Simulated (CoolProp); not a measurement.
Vapour-liquid equilibrium of propane (1) + isobutane (2) at 290.3 K; x and y are mole fractions of (1).

The numbers come from the multi-fluid Helmholtz-energy mixture model, Lemmon 2009 and Bücker 2006; pair parameters Kunz 2012 in CoolProp.

### Question
Give the bubble pressure and the first vapour's composition at x = 0.2, 0.35, 0.95. Is there an azeotrope?

### Answer
x = 0.2: 0.3696 MPa, y = 0.381; x = 0.35: 0.4395 MPa, y = 0.566; x = 0.95: 0.7474 MPa, y = 0.979. No azeotrope shows between x = 0.05 and 0.95.

The pair parameters rest on a limited set of measurements; away from them the model extrapolates.
